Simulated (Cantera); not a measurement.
Charge: 1 mol Ca(OH)₂, 0.92 mol C, 1.6 mol O₂, held at 0.000210 bar.

These are equilibrium values from Cantera (NASA tables, ideal gas, pure condensed phases), not measurements of a reactor. Candidate condensed phases: C, C₆H₆, C₇H₈, C₈H₁₈, Ca, CaCO₃, CaO, Ca(OH)₂, H₂O; 115 gas species. The numbers say what is thermodynamically allowed, not how fast it happens.

### Question
At 1873 K, list the 7 most abundant gas species with their mole fractions, and the condensed phases.

### Answer
H₂O 0.360, CO₂ 0.327, O₂ 0.260, CO 0.0188, OH 0.0175, O 0.00831, H₂ 0.00505. Condensed: CaO(s).
